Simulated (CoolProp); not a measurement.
A single-stage vapour-compression cycle with the fluid: evaporating at 293.15 K (dew point), condensing at 333.15 K (bubble point), superheat 2 K, subcooling 2 K, compressor efficiency 0.6, no pressure losses. The same conditions are run with several fluids, on thermodynamics alone (safety and materials aside).

Model: reference Helmholtz-energy equation of state of each fluid (R245fa: Akasaka 2015; trans-2-butene: Lemmon 2005; tetrahydrofuran: Fiedler 2023; R123: Younglove 1994; R227EA: Lemmon 2016; fluoroethane (R161): Wu 2012), in CoolProp.

Q: Rank R245fa, trans-2-butene, tetrahydrofuran, R123, R227EA, fluoroethane (R161) by cooling COP, highest first.

A: tetrahydrofuran (4.01), R123 (3.81), trans-2-butene (3.75), R245fa (3.69), fluoroethane (R161) (3.49), R227EA (3.12)

```json
[
 {"fluid": "R245fa", "pressure ratio": "3.76", "discharge temperature (K)": "344.4", "refrigerating effect (kJ/kg)": "144", "volumetric capacity (kJ/m³)": "1020"},
 {"fluid": "trans-2-butene", "pressure ratio": "3.13", "discharge temperature (K)": "349.8", "refrigerating effect (kJ/kg)": "298", "volumetric capacity (kJ/m³)": "1450"},
 {"fluid": "tetrahydrofuran", "pressure ratio": "4.82", "discharge temperature (K)": "375.1", "refrigerating effect (kJ/kg)": "384", "volumetric capacity (kJ/m³)": "196"},
 {"fluid": "R123", "pressure ratio": "3.78", "discharge temperature (K)": "350.0", "refrigerating effect (kJ/kg)": "135", "volumetric capacity (kJ/m³)": "660"},
 {"fluid": "R227EA", "pressure ratio": "3.02", "discharge temperature (K)": "334.0", "refrigerating effect (kJ/kg)": "69.3", "volumetric capacity (kJ/m³)": "2120"},
 {"fluid": "fluoroethane (R161)", "pressure ratio": "2.69", "discharge temperature (K)": "363.9", "refrigerating effect (kJ/kg)": "260", "volumetric capacity (kJ/m³)": "4790"}
]
```
